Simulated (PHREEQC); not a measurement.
## Polishing slurry liquid: an equilibrium model

Consider water at 71 °C with 13 mmol/kgw KOH. Closed to the air; pH follows from the charge balance.

The numbers come from PHREEQC with the ion-association model, wateq4f.dat.

| Property | Result |
|---|---|
| pH | 10.85 |
| ionic strength | 0.0130 mol/kgw |
| total alkalinity | 13.0 meq/kg |

```csv
species,molality,activity,log γ
OH-,0.0130,0.0114,-0.056
K+,0.0130,0.0114,-0.056
```

This is a speciation only: nothing precipitates in the calculation. Away from 25 °C the constants follow the database's enthalpies or fits; those with neither stay at their 25 °C values.
